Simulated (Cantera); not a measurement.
Input (Python, Cantera) and output of one run.

```python
import numpy as np
import cantera as ct

gas_names = """
    B BH BH2 BH3 BO BO2 B2 B2O B2O2 B2O3 B3O3H3 H HBO HBO2 HO2 H2 H2O H2O2 H3B3O6 O OH O2 O3
""".split()
cond_names = """
    B(b) B(L) B2O3(L) B3O3H3(cr) H2O(s) H2O(L)
""".split()


# ... load() reads the species with a 1 bar reference pressure and builds the phases ...
atoms = {
    'B': {'B': 1},
    'O2': {'O': 2},
    'H2': {'H': 2},
}
top_T = {}  # K; cautious upper limits of use, not melting points


# ... equilibrate(T, P, feed) seeds the gas with the atoms and calls Mixture.equilibrate('TP', solver="vcs", rtol=1e-11, max_steps=5000) ...
results = []
feed = {'B': 1, 'O2': 2.1, 'H2': 8.6}  # mol
T = 1275  # K
P = 34  # Pa
mix = equilibrate(T, P, feed)
results.append((T, P, feed, dict(zip(mix.species_names, mix.species_moles))))
print(gas.report(threshold=1e-06))
for i in range(1, mix.n_phases):
    print(f"{mix.phase(i).name:16s} {mix.phase_moles(i):12.5e} mol")
```

Output:

```
       temperature   1275 K
          pressure   34 Pa
           density   2.9065e-05 kg/m^3
  mean mol. weight   9.0624 kg/kmol
   phase of matter   gas

                          1 kg             1 kmol
                     ---------------   ---------------
          enthalpy       -7.5552e+06       -6.8468e+07  J
   internal energy        -8.725e+06       -7.9069e+07  J
           entropy             30374        2.7526e+05  J/K
    Gibbs function       -4.6282e+07       -4.1942e+08  J
 heat capacity c_p            4148.9             37599  J/K
 heat capacity c_v            3231.4             29285  J/K

                      mass frac. Y      mole frac. X     chem. pot. / RT
                     ---------------   ---------------   ---------------
              B2O3         0.0020773        0.00027041           -135.84
                 H         3.623e-06        3.2572e-05           -13.269
               HBO        5.0524e-05         1.646e-05           -65.569
              HBO2            0.3096          0.064035            -96.81
                H2           0.14768           0.66385           -26.539
               H2O           0.54025           0.27177           -57.779
            H3B3O6        0.00033929        2.3391e-05           -290.43
     [  +16 minor]         6.366e-07        2.3809e-07

B(b)              0.00000e+00 mol
B2O3(L)           2.12672e-01 mol
B3O3H3(cr)        0.00000e+00 mol
```

These are equilibrium values from Cantera (NASA tables, ideal gas, pure condensed phases), not measurements of a reactor.
